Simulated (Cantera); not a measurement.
## Equilibrium for thermal oxidation and active oxidation of silicon: Si + O2 + H2 + H2O

Charge: 1 mol Si, 0.053 mol O2, 540 mol H2, 0.017 mol H2O, held at 0.940 Pa.

Equilibrium computed with Cantera from the NASA thermochemical tables; the gas is ideal and each condensed phase is pure. Candidate condensed phases: H2O, Si, SiO2; 18 gas species. The numbers say what is thermodynamically allowed, not how fast it happens.

At 1202 °C the condensed part is Si(s). From 1277 °C to 1802 °C nothing is condensed. The main Si-bearing gas is Si throughout.

```json
[
 {"T (°C)": "1202", "x H2": "0.995", "x H": "0.00422", "x Si": "0.000612", "x SiO": "0.000227", "n Si(s)": "0.541"},
 {"T (°C)": "1277", "x H2": "0.988", "x H": "0.0102", "x Si": "0.00160", "x SiO": "0.000226", "n Si(s)": "0"},
 {"T (°C)": "1352", "x H2": "0.975", "x H": "0.0227", "x Si": "0.00159", "x SiO": "0.000225", "n Si(s)": "0"},
 {"T (°C)": "1427", "x H2": "0.951", "x H": "0.0469", "x Si": "0.00158", "x SiO": "0.000222", "n Si(s)": "0"},
 {"T (°C)": "1502", "x H2": "0.908", "x H": "0.0900", "x Si": "0.00154", "x SiO": "0.000217", "n Si(s)": "0"},
 {"T (°C)": "1577", "x H2": "0.838", "x H": "0.161", "x Si": "0.00149", "x SiO": "0.000209", "n Si(s)": "0"},
 {"T (°C)": "1652", "x H2": "0.732", "x H": "0.267", "x Si": "0.00140", "x SiO": "0.000197", "n Si(s)": "0"},
 {"T (°C)": "1727", "x H2": "0.591", "x H": "0.408", "x Si": "0.00129", "x SiO": "0.000181", "n Si(s)": "0"},
 {"T (°C)": "1802", "x H2": "0.429", "x H": "0.569", "x Si": "0.00116", "x SiO": "0.000163", "n Si(s)": "0"}
]
```
x: gas mole fraction; n: condensed amount in mol.
